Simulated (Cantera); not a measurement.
An adiabatic, constant-volume homogeneous reactor starts with H₂ : O₂ : N₂ : NO = 1 : 1.43 : 4.43 : 0.0072 (molar parts), at 1623 K and 1.60 bar.

Detailed kinetics in Cantera: GRI-Mech 3.0 (53 species, 325 reactions).

Question: Predict: time of steepest temperature rise; temperature at 0.700 s; equilibrium temperature; x(H₂) at 0.700 s; x(O₂) at 0.700 s; x(NO) at 0.700 s; x(H₂O) at 0.700 s; x(H) at 0.700 s; x(HO₂) at 0.700 s.

Answer: 
```json
{
 "time_of_steepest_temperature_rise": "6.07 µs",
 "temperature at 0.700 s": "2631 K",
 "equilibrium_temperature": "2631 K",
 "x(H₂) at 0.700 s": "0.00279 (gas-phase equilibrium 0.00279)",
 "x(O₂) at 0.700 s": "0.129 (gas-phase equilibrium 0.129)",
 "x(NO) at 0.700 s": "0.0209 (gas-phase equilibrium 0.0209)",
 "x(H₂O) at 0.700 s": "0.143 (gas-phase equilibrium 0.143)",
 "x(H) at 0.700 s": "0.00148 (gas-phase equilibrium 0.00148)",
 "x(HO₂) at 0.700 s": "2.04e-5 (gas-phase equilibrium 2.04e-5)"
}
```
